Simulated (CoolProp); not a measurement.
A single-stage vapour-compression cycle with trans-2-butene: evaporating at 231.15 K (dew point), condensing at 268.15 K (bubble point), superheat 2 K, subcooling 0 K, compressor efficiency 0.75, no pressure losses. Each further row changes one setting.

Values from CoolProp's reference Helmholtz-energy equation of state, Lemmon 2005. It is a short technical equation, of lower accuracy than the large ones.

| case | cooling COP | pressure ratio | discharge temperature (K) | refrigerating effect (kJ/kg) | volumetric capacity (kJ/m³) |
|---|---|---|---|---|---|
| as stated | 4.16 | 5.82 | 295.8 | 366 | 148 |
| evaporating temperature 236.15 K | 5.01 | 4.42 | [?] | 372 | 195 |
| condensing temperature 263.15 K | 4.90 | 4.74 | 288.4 | 377 | 152 |
| subcooling 5 K | [?] | 5.82 | 295.8 | 377 | 152 |
| superheat 12 K | [?] | 5.82 | 306.7 | 380 | 147 |
| compressor efficiency 0.65 | 3.61 | 5.82 | 304.2 | 366 | 148 |

Q: Fill in the missing entries.

A: 
- evaporating temperature 236.15 K, discharge temperature (K): 291.4
- subcooling 5 K, cooling COP: 4.29
- superheat 12 K, cooling COP: 4.14
